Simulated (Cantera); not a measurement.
A perfectly stirred reactor is fed with N2O : H2O = 1 : 0.17 (molar parts), at 20.0 Torr; it is held at 1298 K, and followed from long to short residence time.

Model: GRI-Mech 3.0 (53 species, 325 reactions), integrated in Cantera. GRI-Mech 3.0 was tuned for natural gas; its chemistry of N2O as a main component is partial and can be far from experiment. Radical loss at walls, strong at low pressure, is not modelled. The mechanism lacks the step 2 NO + O2 → 2 NO2, which can matter for NO2 below about 1400 K. The temperature is held fixed by assumption; the heat of reaction is taken as removed at once.

| quantity | before | after |
|---|---|---|
| x(N2O) at τ = 5.70 s | 0.390 | 0.847 |
| x(H2O) at τ = 5.70 s | 0.122 | 0.145 |
| x(N2) at τ = 5.70 s | 0.308 | 0.00526 |
| x(HO2) at τ = 5.70 s | 8.38e-7 | 1.26e-6 |
| x(H2) at τ = 5.70 s | 7.66e-7 | 2.83e-8 |
| x(N2O) at τ = 86.0 ms | 0.838 | 0.855 |
| x(H2O) at τ = 86.0 ms | 0.144 | 0.145 |
| x(N2) at τ = 86.0 ms | 0.0108 | 7.82e-5 |
| x(HO2) at τ = 86.0 ms | 1.04e-5 | 1.49e-6 |
| x(H2) at τ = 86.0 ms | 1.25e-6 | 4.43e-9 |

**Question.** Name the change that produced these shifts.
A) temperature 1298 to 1523 K
B) temperature 1298 to 1100 K
C) temperature 1298 to 1050 K
D) pressure from 20.0 Torr to 1.01 bar

**Answer.** C, temperature 1298 to 1050 K
